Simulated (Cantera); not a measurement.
Diamond growth

A diamond (100) surface in a fixed gas of H2 with x(CH4) = 0.0083, x(CH3) = 0.00087, at 1323 K, 36.0 Torr; coverages are run to steady state.

Cantera simulation using the Harris–Goodwin 1993 mechanism for the reconstructed diamond (100) surface; the numbers are that mechanism's predictions, not measurements.

| x(H) | growth (µm/h) | θ c6HH | θ c6H* | θ c6*H | θ c6** | θ c6HM |
|---|---|---|---|---|---|---|
| 0.0001 | 0.145 | 0.671 | 0.0285 | 0.293 | 0.00362 | 0.000454 |
| 0.0002 | 0.512 | 0.567 | 0.0371 | 0.382 | 0.00806 | 0.000615 |
| 0.00038 | 1.28 | 0.490 | 0.0431 | 0.444 | 0.0145 | 0.000765 |
| 0.00075 | 2.62 | 0.435 | 0.0472 | 0.486 | 0.0231 | 0.000924 |
| 0.0015 | 4.42 | 0.401 | 0.0495 | 0.509 | 0.0323 | 0.00107 |
| 0.0028 | 6.22 | 0.383 | 0.0506 | 0.520 | 0.0394 | 0.00117 |
| 0.0056 | 8.48 | 0.373 | 0.0512 | 0.527 | 0.0449 | 0.00123 |
| 0.011 | 11.4 | 0.367 | 0.0516 | 0.529 | 0.0483 | 0.00122 |
| 0.021 | 15.6 | 0.364 | 0.0518 | 0.531 | 0.0502 | 0.00116 |
θ: site fractions in the mechanism's names (c6HH fully hydrogenated, c6H* and c6*H radical sites, c6** diradical, c6HM methylated).
